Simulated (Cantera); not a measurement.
An adiabatic, constant-pressure homogeneous reactor starts with CH3OH : O2 : N2 : H2O = 1 : 1.15 : 4.34 : 0.16 (molar parts), at 1300 K and 1000000 Pa. Integrator tolerance rtol = 1e-08.

Cantera simulation using GRI-Mech 3.0 (53 species, 325 reactions); the numbers are that mechanism's predictions, not measurements. GRI-Mech 3.0 was tuned for natural gas; its chemistry of methanol as a main component is partial and can be far from experiment.

Task: What does this change do: initial temperature 1300 to 1748 K?

Result: 
```
quantity                                                              before                                    after
---------------------------------  -----------------------------------------  ---------------------------------------
time of steepest temperature rise                                   0.285 ms                                  3.73 µs
temperature at 7.00 s                                                 2740 K                                   2967 K
equilibrium temperature                                               2740 K                                   2967 K
x(CH3OH) at 7.00 s                     <1e-12 (gas-phase equilibrium <1e-12)    <1e-12 (gas-phase equilibrium <1e-12)
x(O2) at 7.00 s                      0.00147 (gas-phase equilibrium 0.00147)  0.00520 (gas-phase equilibrium 0.00520)
x(H2O) at 7.00 s                         0.245 (gas-phase equilibrium 0.245)      0.228 (gas-phase equilibrium 0.228)
x(H2O2) at 7.00 s                    3.35e-7 (gas-phase equilibrium 3.35e-7)  8.56e-7 (gas-phase equilibrium 8.56e-7)
x(O) at 7.00 s                     0.000519 (gas-phase equilibrium 0.000519)  0.00231 (gas-phase equilibrium 0.00231)
```

Task: What does this change do: pressure from 1000000 Pa to 100000 Pa?

Result: 
| quantity | before | after |
|---|---|---|
| time of steepest temperature rise | 0.285 ms | 1.88 ms |
| temperature at 7.00 s | 2740 K | 2626 K |
| equilibrium temperature | 2740 K | 2626 K |
| x(CH3OH) at 7.00 s | <1e-12 (gas-phase equilibrium <1e-12) | <1e-12 (gas-phase equilibrium <1e-12) |
| x(O2) at 7.00 s | 0.00147 (gas-phase equilibrium 0.00147) | 0.00416 (gas-phase equilibrium 0.00416) |
| x(H2O) at 7.00 s | 0.245 (gas-phase equilibrium 0.245) | 0.234 (gas-phase equilibrium 0.234) |
| x(H2O2) at 7.00 s | 3.35e-7 (gas-phase equilibrium 3.35e-7) | 1.38e-7 (gas-phase equilibrium 1.38e-7) |
| x(O) at 7.00 s | 0.000519 (gas-phase equilibrium 0.000519) | 0.00170 (gas-phase equilibrium 0.00170) |
